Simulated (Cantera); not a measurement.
# Si + N2O + N2 (thermal oxidation and active oxidation of silicon)

Input: 1 mol Si, 0.029 mol N2O, 14 mol N2, equilibrated at 1548 K and 0.620 Pa.

Cantera equilibrium calculation (NASA polynomials, part measured and part estimated; ideal gas, pure solids and liquids). Candidate condensed phases: Si, SiO2, Si2N2O, Si3N4; 16 gas species. The tables' values for SiN are old estimates; treat these amounts as uncertain. The numbers say what is thermodynamically allowed, not how fast it happens.

```
Item            Value
----------  ---------
x(N2)           0.993
x(Si)         0.00512
x(SiO)        0.00205
x(Si2N)       2.13e-5
x(SiN)        1.34e-5
x(Si2)        9.13e-6
x(Si3)        1.82e-6
n(Si(s))    0.897 mol
gas amount  14.13 mol
```
